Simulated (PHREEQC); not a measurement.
Consider water at 25 °C and 10 atm with 180 mmol/kgw ZnSO4, 0.37 mmol/kgw HBF4 and 100 mmol/kgw NaNO3. Closed to the air; pH follows from the charge balance.

Model: ion-association model, phreeqc.dat, run in PHREEQC.

**Question.** The ionic strength comes out as 0.470 mol/kgw. What activity coefficients do HF2-, BF2(OH)2-, NO3-, Zn(SO4)2-2, F- get?

**Answer.** HF2- 0.73, BF2(OH)2- 0.73, NO3- 0.62, Zn(SO4)2-2 0.29, F- 0.64.

Precipitation was switched off in this run. Complexes and solids missing from the database can't appear. Real BF4- forms and hydrolyses slowly; the run takes it at equilibrium.
